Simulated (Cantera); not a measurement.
Pb + H2O + N2 (metals in furnace atmospheres)

Input: 1 mol Pb, 0.084 mol H2O, 78 mol N2, held at 1.33 mbar.

These are equilibrium values from Cantera (NASA tables, ideal gas, pure condensed phases), not measurements of a reactor. Candidate condensed phases: H2O, Pb, PbO, PbO2, Pb3O4; 27 gas species. Rates play no part.

At 600 K the condensed part is Pb(s). From 700 K to 1000 K the condensed part is Pb(l). From 1100 K to 1700 K nothing is condensed.

```
T (K)   x N2     x Pb     x H2O      x H2  n Pb(s)  n Pb(l)
-----  -----  -------  --------  --------  -------  -------
600    0.999  3.87e-9   0.00108   1.98e-8    1.000        0
700    0.999  8.36e-7   0.00108   3.91e-8        0    1.000
800    0.999  4.61e-5   0.00108   6.79e-8        0    0.996
900    0.998  0.00103   0.00107   7.75e-7        0    0.920
1000   0.987   0.0121   0.00106   5.96e-6        0   0.0393
1100   0.986   0.0126   0.00105   1.18e-5        0        0
1200   0.986   0.0126   0.00104   2.06e-5        0        0
1300   0.986   0.0126   0.00103   3.29e-5        0        0
1400   0.986   0.0126   0.00101   4.92e-5        0        0
1500   0.986   0.0126  0.000989   7.00e-5        0        0
1600   0.986   0.0126  0.000954   9.78e-5        0        0
1700   0.986   0.0125  0.000892  0.000138        0        0
```
x: gas mole fraction; n: condensed amount in mol.
